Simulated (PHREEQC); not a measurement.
A solution holds 0.025 mol/kgw MgCl2, 0.00018 mol/kgw Na2SO4 and 0.0014 mol/kgw MgSO4, at 25 °C. Closed to the air; pH follows from the charge balance.

All values are PHREEQC results (ion-association model, wateq4f.dat), not measurements.

### Question
The ionic strength comes out as 0.0779 mol/kgw. What activity coefficients do Mg+2, Na+, SO4-2, Cl- get?

### Answer
Mg+2 0.43, Na+ 0.80, SO4-2 0.40, Cl- 0.78.

Precipitation was switched off in this run.
